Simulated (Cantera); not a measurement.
Cantera run:

```python
import numpy as np
import cantera as ct

gas_names = [...]  # 76 gases of nasa_gas.yaml made of C, H
cond_names = """
    C(gr) C6H6(L) C7H8(L) C8H18(L),n-octa
""".split()


# ... load() reads the species with a 1 bar reference pressure and builds the phases ...
atoms = {
    'C3H6': {'C': 3, 'H': 6},
    'H2': {'H': 2},
}
top_T = {'C(gr)': 4500}  # K; cautious upper limits of use, not melting points


# ... equilibrate(T, P, feed) seeds the gas with the atoms and calls Mixture.equilibrate('TP', solver="vcs", rtol=1e-11, max_steps=5000) ...
results = []
feed = {'C3H6': 1, 'H2': 9}  # mol
P = 690000  # Pa
for T in [1273, 1373, 1473, 1573, 1673, 1773, 1873, 1973, 2073, 2173, 2273]:
    mix = equilibrate(T, P, feed)
    results.append((T, P, feed, dict(zip(mix.species_names, mix.species_moles))))
    x = sorted(zip(gas.X, gas.species_names), reverse=True)
    print(f"T = {T:g} K  P = {P:g} Pa  gas = {mix.phase_moles(0):.4g} mol")
    print("   x: " + "  ".join(f"{s} {v:.3e}" for v, s in x if v > 1e-06))
    print("   condensed (mol): " + ("  ".join(f"{mix.phase(i).name} {mix.phase_moles(i):.4g}"
          for i in range(1, mix.n_phases) if mix.phase_moles(i) > 1e-12) or "none"))
```

Result:

```
T = 1273 K  P = 690000 Pa  gas = 11.35 mol
   x: H2 9.424e-01  CH4 5.757e-02  C2H4 9.453e-06  C2H6 4.146e-06
   condensed (mol): C(gr) 2.346
T = 1373 K  P = 690000 Pa  gas = 11.62 mol
   x: H2 9.675e-01  CH4 3.252e-02  C2H4 1.276e-05  C2H6 2.145e-06  C2H2,acetylene 1.672e-06  H 1.247e-06
   condensed (mol): C(gr) 2.622
T = 1473 K  P = 690000 Pa  gas = 11.77 mol
   x: H2 9.805e-01  CH4 1.948e-02  C2H4 1.619e-05  C2H2,acetylene 6.379e-06  H 4.769e-06  CH3 1.914e-06  C2H6 1.179e-06
   condensed (mol): C(gr) 2.77
T = 1573 K  P = 690000 Pa  gas = 11.85 mol
   x: H2 9.876e-01  CH4 1.235e-02  C2H2,acetylene 2.039e-05  C2H4 1.972e-05  H 1.538e-05  CH3 3.911e-06
   condensed (mol): C(gr) 2.853
T = 1673 K  P = 690000 Pa  gas = 11.9 mol
   x: H2 9.916e-01  CH4 8.237e-03  C2H2,acetylene 5.650e-05  H 4.317e-05  C2H4 2.333e-05  CH3 7.298e-06
   condensed (mol): C(gr) 2.9
T = 1773 K  P = 690000 Pa  gas = 11.93 mol
   x: H2 9.940e-01  CH4 5.746e-03  C2H2,acetylene 1.391e-04  H 1.080e-04  C2H4 2.700e-05  CH3 1.265e-05
   condensed (mol): C(gr) 2.927
T = 1873 K  P = 690000 Pa  gas = 11.95 mol
   x: H2 9.952e-01  CH4 4.166e-03  C2H2,acetylene 3.106e-04  H 2.451e-04  C2H4 3.070e-05  CH3 2.062e-05
   condensed (mol): C(gr) 2.942
T = 1973 K  P = 690000 Pa  gas = 11.97 mol
   x: H2 9.957e-01  CH4 3.123e-03  C2H2,acetylene 6.378e-04  H 5.126e-04  C2H4 3.440e-05  CH3 3.193e-05
   condensed (mol): C(gr) 2.946
T = 2073 K  P = 690000 Pa  gas = 11.98 mol
   x: H2 9.953e-01  CH4 2.407e-03  C2H2,acetylene 1.220e-03  H 9.989e-04  CH3 4.730e-05  C2H4 3.807e-05
   condensed (mol): C(gr) 2.94
T = 2173 K  P = 690000 Pa  gas = 11.99 mol
   x: H2 9.940e-01  C2H2,acetylene 2.193e-03  CH4 1.901e-03  H 1.831e-03  CH3 6.743e-05  C2H4 4.165e-05  C4H2 1.968e-06
   condensed (mol): C(gr) 2.923
T = 2273 K  P = 690000 Pa  gas = 12 mol
   x: H2 9.914e-01  C2H2,acetylene 3.738e-03  H 3.184e-03  CH4 1.532e-03  CH3 9.292e-05  C2H4 4.510e-05  C4H2 5.762e-06  C2H3,vinyl 1.318e-06  C2H2,vinylidene 1.247e-06  C3H4,propyne 1.187e-06  C3H3,propargyl 1.078e-06
   condensed (mol): C(gr) 2.889
```

Cantera equilibrium calculation (NASA polynomials, part measured and part estimated; ideal gas, pure solids and liquids).
